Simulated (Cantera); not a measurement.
# Equilibrium for boron, boron nitride and boron oxide: B₂H₆ + NH₃ + H₂

Charge: 1 mol B₂H₆, 0.17 mol NH₃, 0.12 mol H₂, equilibrated at 0.170 bar.

Equilibrium computed with Cantera from the NASA thermochemical tables; the gas is ideal and each condensed phase is pure. Candidate condensed phases: B, BN; 15 gas species. The feed counts by its element totals alone. Mutual solubility and eutectic melting of coexisting phases are not modelled. The tables' values for BH₂ are old estimates; treat these amounts as uncertain. Gases not in the tables: B₂H₆ and higher boranes. Kinetics and transport are ignored.

From 1198 K to 2198 K the condensed part is B(s) + BN(s). At 2398 K the condensed part is B(l).

| T (K) | log p H₂ | log p H | log p N₂ | log p BH₂ | log p B | log p BH | n B(s) | n BN(s) | n B(l) |
|---|---|---|---|---|---|---|---|---|---|
| 1198 | -0.77 | -7.11 | -12.66 | -7.48 | <-12 | <-12 | 1.83 | 0.170 | 0 |
| 1398 | -0.77 | -5.71 | -9.53 | -6.27 | <-12 | -11.78 | 1.83 | 0.170 | 0 |
| 1598 | -0.77 | -4.66 | -7.20 | -5.36 | -10.52 | -9.75 | 1.83 | 0.170 | 0 |
| 1798 | -0.77 | -3.84 | -5.39 | -4.66 | -8.50 | -8.17 | 1.83 | 0.170 | 0 |
| 1998 | -0.77 | -3.18 | -3.94 | -4.11 | -6.89 | -6.91 | 1.83 | 0.165 | 0 |
| 2198 | -0.78 | -2.64 | -2.76 | -3.66 | -5.57 | -5.89 | 1.90 | 0.100 | 0 |
| 2398 | -0.80 | -2.20 | -2.39 | -3.33 | -4.51 | -5.08 | 0 | 0 | 1.99 |
log p: log10 of the partial pressure in bar; n: condensed amount in mol.
